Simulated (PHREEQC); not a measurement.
NH3 is added in steps, without added water, to 1 kg of water holding 0.018 mol/kgw HF, 0.016 mol/kgw NaF and 0.061 mol/kgw HCl, at 90 °C. Oxygen alone is held at its pressure in air (log pO2 = -0.68). The system is closed to CO2. Solids allowed: Halite. Others were left out.

Base run: PHREEQC, ion-association model, phreeqc.dat. Each further column changes one thing. The table gives HF (mol/kgw).

```
NH3 added (mol)     base  Davies equation for every ion  Debye-Hückel limiting law  database wateq4f.dat  metal-ligand complexes left out
---------------  -------  -----------------------------  -------------------------  --------------------  -------------------------------
0                 0.0337                         0.0337                     0.0337                0.0333                           0.0337
0.0175            0.0336                         0.0335                     0.0335                0.0331                           0.0336
0.035             0.0329                         0.0329                     0.0327                0.0325                           0.0329
0.07             0.00810                        0.00808                    0.00807               0.00807                          0.00810
0.0875           2.10e-5                        2.15e-5                    1.92e-5               2.25e-5                          2.11e-5
0.105            6.87e-6                        7.05e-6                    6.29e-6               7.38e-6                          6.91e-6
0.1225           4.11e-6                        4.21e-6                    3.76e-6               4.42e-6                          4.13e-6
0.1575           2.28e-6                        2.34e-6                    2.09e-6               2.45e-6                          2.29e-6
0.175            1.86e-6                        1.91e-6                    1.71e-6               2.00e-6                          1.87e-6
0.1925           1.58e-6                        1.62e-6                    1.44e-6               1.69e-6                          1.58e-6
0.21             1.37e-6                        1.40e-6                    1.25e-6               1.47e-6                          1.37e-6
0.245            1.08e-6                        1.10e-6                    9.87e-7               1.16e-6                          1.08e-6
0.2625           9.75e-7                        9.99e-7                    8.93e-7               1.05e-6                          9.80e-7
0.28             8.90e-7                        9.13e-7                    8.15e-7               9.56e-7                          8.94e-7
```

At this temperature some constants are extrapolated from 25 °C, and those without enthalpy data are left unchanged. phreeqc.dat and wateq4f.dat share most of their constants, so their agreement is no independent check.
